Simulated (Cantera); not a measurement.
Input (Python, Cantera):

```python
import numpy as np
import cantera as ct

gas = ct.Solution("gri30.yaml")
gas.TPX = 1098, 2100000, {'CH4': 1, 'H2': 0.94, 'O2': 3.25, 'N2': 12.2, 'H2O': 0.36}
reactor = ct.IdealGasConstPressureReactor(gas, energy="on", clone=False)
net = ct.ReactorNet([reactor])
net.rtol, net.atol = 1e-08, 1e-16
show = ['CH4', 'H2', 'O2', 'C2H6', 'C2H', 'NO']
times = np.geomspace(1e-06, 0.1, 11)

steps = ct.SolutionArray(gas, extra=["t"])
rows = []
print(f"{'t/s':>10s}{'T/K':>9s}{'P/Pa':>11s}" + "".join(f"{s:>11s}" for s in show))
for t in times:
    while net.time < t:
        t_next = net.step()
        steps.append(gas.state, t=t_next)
    rows.append([np.interp(t, steps.t, y) for y in (steps.T, steps.P, *steps(*show).X.T)])
    print(f"{t:10.3e}{rows[-1][0]:9.1f}{rows[-1][1]:11.4g}" + "".join(f"{x:11.3e}" for x in rows[-1][2:]))
rate = np.gradient(steps.T, steps.t)
print("integrator steps:", len(steps.t))
if steps.T.max() > steps.T[0] + 200:
    print(f"time of steepest temperature rise: {steps.t[rate.argmax()]:.4e} s")
gas.TPX = 1098, 2100000, {'CH4': 1, 'H2': 0.94, 'O2': 3.25, 'N2': 12.2, 'H2O': 0.36}
gas.equilibrate("HP")
print(f"equilibrium (HP): T = {gas.T:.1f} K  " + "  ".join(f"{s} {gas[s].X[0]:.3e}" for s in show))
```

It prints:

```
       t/s      T/K       P/Pa        CH4         H2         O2       C2H6        C2H         NO
 1.000e-06   1098.0    2.1e+06  5.634e-02  5.296e-02  1.831e-01  1.686e-15  3.800e-40  3.418e-22
 3.162e-06   1098.0    2.1e+06  5.634e-02  5.296e-02  1.831e-01  4.088e-14  6.741e-38  1.538e-21
 1.000e-05   1098.0    2.1e+06  5.634e-02  5.296e-02  1.831e-01  6.131e-13  7.172e-36  7.507e-21
 3.162e-05   1098.0    2.1e+06  5.634e-02  5.296e-02  1.831e-01  5.134e-12  4.611e-34  3.723e-20
 1.000e-04   1098.0    2.1e+06  5.634e-02  5.296e-02  1.831e-01  5.956e-11  9.238e-32  2.771e-19
 3.162e-04   1098.0    2.1e+06  5.634e-02  5.295e-02  1.831e-01  4.926e-09  1.120e-27  1.422e-17
 1.000e-03   1107.0    2.1e+06  5.591e-02  5.208e-02  1.822e-01  9.020e-06  1.110e-19  2.954e-14
 3.162e-03   2533.7    2.1e+06  3.864e-17  1.391e-03  4.179e-02  4.625e-32  1.712e-23  6.191e-03
 1.000e-02   2527.0    2.1e+06  3.784e-17  1.378e-03  4.000e-02  4.409e-32  1.520e-23  9.864e-03
 3.162e-02   2526.9    2.1e+06  3.783e-17  1.378e-03  3.997e-02  4.406e-32  1.517e-23  9.929e-03
 1.000e-01   2526.9    2.1e+06  3.783e-17  1.378e-03  3.997e-02  4.406e-32  1.517e-23  9.929e-03
integrator steps: 2233
time of steepest temperature rise: 1.4189e-03 s
equilibrium (HP): T = 2526.9 K  CH4 5.142e-17  H2 1.378e-03  O2 3.997e-02  C2H6 6.601e-32  C2H 1.715e-23  NO 9.929e-03
```

Model: GRI-Mech 3.0 (53 species, 325 reactions), integrated in Cantera. The pressure lies above the range GRI-Mech 3.0 was tuned for (to about 10 atm).
